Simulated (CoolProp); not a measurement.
Isopentane along the isotherm 500 K: density (kg/m³) from the reference equation and from simpler models built on Tc = 460.3 K, pc = 33.78 bar, ω = 0.227; each cubic takes its own stable root.

Model: reference Helmholtz-energy equation of state, Lemmon 2006, in CoolProp. It is a short technical equation, of lower accuracy than the large ones.

```
p (bar)          phase  reference  ideal gas  van der Waals  Redlich-Kwong  Soave-Redlich-Kwong  Peng-Robinson
-------  -------------  ---------  ---------  -------------  -------------  -------------------  -------------
3.17               gas      5.642      5.502          5.632          5.645                5.640          5.659
6.33               gas      11.57      10.99          11.53          11.58                11.56          11.64
9.5                gas      17.86      16.49          17.77          17.89                17.83          18.02
12.7               gas      24.61      22.04          24.46          24.68                24.55          24.90
15.8               gas      31.59      27.42          31.36          31.71                31.48          32.05
19                 gas      39.34      32.97          39.03          39.52                39.15          40.01
22.2               gas      47.72      38.53          47.35          48.00                47.42          48.66
25.3               gas      56.58      43.91          56.21          57.00                56.11          57.81
28.5               gas      66.64      49.46          66.41          67.27                65.92          68.22
31.7               gas      77.86      55.02          78.05          78.83                76.79          79.82
34.8     supercritical      90.10      60.40          91.31          91.60                88.54          92.44
38       supercritical      104.6      65.95          108.1          107.0                102.3          107.3
41.2     supercritical      121.4      71.50          130.2          125.3                118.0          124.3
44.3     supercritical      140.8      76.88          158.7          146.7                135.5          143.2
47.5     supercritical      164.8      82.44          188.3          172.3                155.8          165.3
50.7     supercritical      193.3      87.99          209.1          198.6                177.7          189.0
```
